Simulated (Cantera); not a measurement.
Cantera run:

```python
import numpy as np
import cantera as ct

gas_names = """
    H HO2 H2 H2O H2O2 O OH O2 O3 Pb PbO Pb2
""".split()
cond_names = """
    H2O(s) H2O(L) Pb(cr) Pb(L) PbO(rd) PbO(yw) PbO(L) PbO2(s) Pb3O4(s)
""".split()


def load(file, names, dense=False):
    # The tables refer to 1 bar. Condensed volumes are neglected.
    table = {s.name: s for s in ct.Species.list_from_file(file)}
    out = []
    for n in names:
        d = dict(table[n].input_data)
        d["thermo"] = dict(d["thermo"], **{"reference-pressure": 1e5})
        if dense:
            d["equation-of-state"] = {"model": "constant-volume", "density": "1e6 g/cm^3"}
        out.append(ct.Species.from_dict(d))
    return out


gas = ct.Solution(thermo="ideal-gas", species=load("nasa_gas.yaml", gas_names))
cond = {s.name: ct.Solution(thermo="fixed-stoichiometry", species=[s], name=s.name)
        for s in load("nasa_condensed.yaml", cond_names, dense=True)}
atoms = {
    'PbO': {'Pb': 1, 'O': 1},
    'H2': {'H': 2},
}
top_T = {'Pb3O4(s)': 820}  # K; cautious upper limits of use, not melting points


def equilibrate(T, P, feed):
    n = {}
    for name, mol in feed.items():
        for a, k in atoms[name].items():
            n[a] = n.get(a, 0.0) + k * mol
    gas.TPX = T, P, n
    mass = sum(n.values()) * gas.mean_molecular_weight
    gas.equilibrate("TP")
    valid = [c for c in cond.values() if c.min_temp <= T <= top_T.get(c.name, c.max_temp)]
    mix = ct.Mixture([(gas, mass / gas.mean_molecular_weight)] + [(c, 0.0) for c in valid])
    mix.T, mix.P = T, P
    mix.equilibrate("TP", solver="vcs", rtol=1e-11, max_steps=5000)
    return mix


results = []
feed = {'PbO': 1, 'H2': 2.5}  # mol
P = 240000  # Pa
for T in [573, 598, 623, 648, 673, 698, 723, 748, 773, 798, 823, 848, 873, 898]:
    mix = equilibrate(T, P, feed)
    results.append((T, P, feed, dict(zip(mix.species_names, mix.species_moles))))

top = {s: max(r[3][s] / sum(r[3][g] for g in gas_names) for r in results) for s in gas_names}
cols = sorted((s for s in top if top[s] > 1e-06), key=lambda s: -top[s])[:6]
seen = [c for c in cond_names if any(r[3].get(c, 0) > 1e-12 for r in results)]
print("log10 of partial pressures in bar; condensed amounts in mol")
print(f"{'T/K':>10s}" + "".join(f"{s[:9]:>10s}" for s in cols + seen))
for T, P, feed, n in results:
    ng = sum(n[g] for g in gas_names)
    print(f"{T:10.4g}" + "".join(f"{np.log10(max(n[s] / ng * P / 1e5, 1e-99)):10.3f}" for s in cols)
          + "".join(f"{n.get(c, 0):10.4g}" for c in seen))
```

It prints:

```
log10 of partial pressures in bar; condensed amounts in mol
       T/K        H2       H2O    Pb(cr)     Pb(L)
       573     0.158    -0.018         1         0
       598     0.158    -0.018         1         0
       623     0.158    -0.018         0         1
       648     0.158    -0.018         0         1
       673     0.158    -0.018         0         1
       698     0.158    -0.018         0         1
       723     0.158    -0.018         0         1
       748     0.158    -0.018         0         1
       773     0.158    -0.018         0         1
       798     0.158    -0.018         0         1
       823     0.158    -0.018         0         1
       848     0.158    -0.018         0         1
       873     0.158    -0.018         0         1
       898     0.158    -0.018         0         1
```

Cantera equilibrium calculation (NASA polynomials, part measured and part estimated; ideal gas, pure solids and liquids).
